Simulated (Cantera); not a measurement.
A closed system holds: 1 mol C2H6, 92 mol H2, 12 mol N2, held at 2150 K and 40.0 mbar.

These are equilibrium values from Cantera (NASA tables, ideal gas, pure condensed phases), not measurements of a reactor. Candidate condensed phases: C, C6H6, C7H8, C8H18; 92 gas species. Equilibrium is a limit: real reactors are often held back by kinetics, nucleation or transport.

Base state: H2 0.864, N2 0.107, H 0.0196, HCN 0.00775, C2H2 (acetylene) 0.00167, HNC 0.000567 (mole fractions); condensed: C(graphite).

What changes in the equilibrium state with this change: pressure from 40.0 mbar to 1.00 bar?


| species | before | after |
|---|---|---|
| H2 | 0.864 | 0.878 |
| N2 | 0.107 | 0.108 |
| HCN | 0.00775 | 0.00785 |
| H | 0.0196 | 0.00395 |
| CH4 | 8.76e-6 | 0.000226 |
| CH3 | 3.84e-6 | 1.97e-5 |
| C2H2 (acetylene) | 0.00167 | 0.00170 |
| HNC | 0.000567 | 0.000574 |
| C(graphite), mol | 0.736 | 0.704 |

What changes in the equilibrium state with this change: N2 from 12 to 1 mol?


| species | before | after |
|---|---|---|
| H2 | 0.864 | 0.966 |
| H | 0.0196 | 0.0207 |
| N2 | 0.107 | 0.00903 |
| HCN | 0.00775 | 0.00238 |
| HNC | 0.000567 | 0.000174 |
| CH4 | 8.76e-6 | 1.10e-5 |
| C2H2 (acetylene) | 0.00167 | 0.00187 |
| C(graphite), mol | 0.736 | 1.39 |
